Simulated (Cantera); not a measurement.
A Cantera script and its output.

```python
import numpy as np
import cantera as ct

gas = ct.Solution("gri30.yaml")
gas.TPX = 775, 51000, {'CH3OH': 1, 'O2': 1.92, 'N2': 10.2, 'CO2': 2.5}
inlet = ct.Reservoir(gas, clone=True)
gas.equilibrate("HP")  # start burning
reactor = ct.IdealGasConstPressureReactor(gas, energy="on", clone=False)
exhaust = ct.Reservoir(gas, clone=True)
tau = [0.34, 0.17, 0.085, 0.043, 0.022, 0.011, 0.0054, 0.0027, 0.0014, 0.00069, 0.00035, 0.00017, 8.7e-05][0]
for a, b in ((inlet, reactor), (reactor, exhaust)):
    ct.MassFlowController(a, b, mdot=lambda t: reactor.mass / tau)
net = ct.ReactorNet([reactor])
show = ['CH3OH', 'O2', 'CO2', 'H2O2', 'CH2']

rows = []
print(f"{'tau/s':>10s}{'T/K':>9s}" + "".join(f"{s:>11s}" for s in show))
for tau in [0.34, 0.17, 0.085, 0.043, 0.022, 0.011, 0.0054, 0.0027, 0.0014, 0.00069, 0.00035, 0.00017, 8.7e-05]:
    net.initial_time = 0.0
    net.advance(30 * tau)
    before = gas.X
    net.advance(40 * tau)
    drift = np.max(np.abs(gas.X - before) / (gas.X + 1e-9))
    rows.append([gas.T, *gas[show].X, drift])
    print(f"{tau:10.3e}{gas.T:9.1f}" + "".join(f"{x:11.3e}" for x in gas[show].X))
```

Result:

```
     tau/s      T/K      CH3OH         O2        CO2       H2O2        CH2
 3.400e-01   1786.7  1.609e-06  2.707e-02  2.141e-01  4.649e-08  9.750e-10
 1.700e-01   1776.1  2.532e-06  2.762e-02  2.128e-01  6.261e-08  1.686e-09
 8.500e-02   1761.6  3.968e-06  2.838e-02  2.109e-01  8.438e-08  3.303e-09
 4.300e-02   1743.1  6.183e-06  2.936e-02  2.087e-01  1.129e-07  7.149e-09
 2.200e-02   1720.8  9.647e-06  3.054e-02  2.060e-01  1.497e-07  1.614e-08
 1.100e-02   1693.8  1.556e-05  3.196e-02  2.028e-01  1.993e-07  3.758e-08
 5.400e-03   1662.8  2.621e-05  3.359e-02  1.993e-01  2.648e-07  8.676e-08
 2.700e-03   1630.6  4.562e-05  3.536e-02  1.956e-01  3.439e-07  1.881e-07
 1.400e-03   1598.7  8.239e-05  3.732e-02  1.919e-01  4.340e-07  3.779e-07
 6.900e-04   1559.8  1.796e-04  4.031e-02  1.866e-01  5.659e-07  7.728e-07
 3.500e-04    775.0  6.402e-02  1.229e-01  1.601e-01 -1.914e-18  2.742e-19
 1.700e-04    775.0  6.402e-02  1.229e-01  1.601e-01  1.241e-21  2.741e-19
 8.700e-05    775.0  6.402e-02  1.229e-01  1.601e-01 -3.903e-24  2.737e-19
```

Model: GRI-Mech 3.0 (53 species, 325 reactions), integrated in Cantera. GRI-Mech 3.0 was tuned for natural gas; its chemistry of methanol as a main component is partial and can be far from experiment.
